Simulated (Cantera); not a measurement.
What does this Cantera script print?

```python
import numpy as np
import cantera as ct

gas = ct.Solution("gri30.yaml", transport_model="mixture-averaged")
show = ['CO2', 'CH3', 'NH3']

rows = []
print(f"{'T/K':>7s}{'rho':>11s}{'cp':>10s}{'mu':>11s}{'lambda':>11s}{'Pr':>7s}" + "".join(f"{'D_' + s:>11s}" for s in show))
for T in [400, 500, 600, 700, 800, 900, 1000, 1100]:
    gas.TPX = T, 101325, {'H2O': 0.67}
    Pr = gas.cp_mass * gas.viscosity / gas.thermal_conductivity
    D = [gas.mix_diff_coeffs_mole[gas.species_index(s)] for s in show]
    rows.append([gas.density, gas.cp_mass, gas.viscosity, gas.thermal_conductivity, Pr, *D])
    print(f"{T:7g}{gas.density:11.4e}{gas.cp_mass:10.1f}{gas.viscosity:11.4e}"
          f"{gas.thermal_conductivity:11.4e}{Pr:7.3f}" + "".join(f"{d:11.4e}" for d in D))
print("SI units: kg/m3, J/kg/K, Pa s, W/m/K, m2/s")
```

Result:

```
    T/K        rho        cp         mu     lambda     Pr      D_CO2      D_CH3      D_NH3
    400 5.4885e-01    1902.2 1.3967e-05 3.6994e-02  0.718 2.8613e-05 4.0994e-05 3.5073e-05
    500 4.3908e-01    1954.7 1.7713e-05 4.8209e-02  0.718 4.4455e-05 6.2617e-05 5.5508e-05
    600 3.6590e-01    2016.1 2.1488e-05 6.0361e-02  0.718 6.3236e-05 8.7799e-05 8.0428e-05
    700 3.1363e-01    2082.1 2.5249e-05 7.3437e-02  0.716 8.4703e-05 1.1624e-04 1.0957e-04
    800 2.7443e-01    2150.0 2.8971e-05 8.7299e-02  0.714 1.0866e-04 1.4770e-04 1.4269e-04
    900 2.4394e-01    2219.6 3.2640e-05 1.0179e-01  0.712 1.3493e-04 1.8201e-04 1.7958e-04
   1000 2.1954e-01    2292.2 3.6247e-05 1.1676e-01  0.712 1.6339e-04 2.1899e-04 2.2005e-04
   1100 1.9958e-01    2365.6 3.9786e-05 1.3208e-01  0.713 1.9392e-04 2.5854e-04 2.6395e-04
SI units: kg/m3, J/kg/K, Pa s, W/m/K, m2/s
```

Computed with Cantera and GRI-Mech 3.0 (53 species, 325 reactions). Polar gases are described roughly by these parameters.
